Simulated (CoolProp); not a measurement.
A closed Brayton cycle with nitrogen: compressor inlet 310.15 K and 6.8 MPa, high pressure 20.5 MPa, turbine inlet 860 K, compressor efficiency 0.85, turbine efficiency 0.93, recuperator effectiveness 0.95 (on enthalpy, no pinch check). Each further row changes one setting.

Computed with CoolProp (reference Helmholtz-energy equation of state, Span 2000).

```csv
case,thermal efficiency (%),net work (kJ/kg),compressor to turbine work,compressor exit (K),turbine exit (K)
as stated,35.9,91.3,0.62,447.3,655.2
turbine inlet 810 K,32.5,77.4,0.66,447.3,615.2
compressor inlet 320.15 K,34.1,86.2,0.64,461.6,655.2
high pressure 17.4 MPa,37.7,85.1,0.59,424.1,682.4
recuperator effectiveness 0.5,25.6,91.3,0.62,447.3,655.2
```
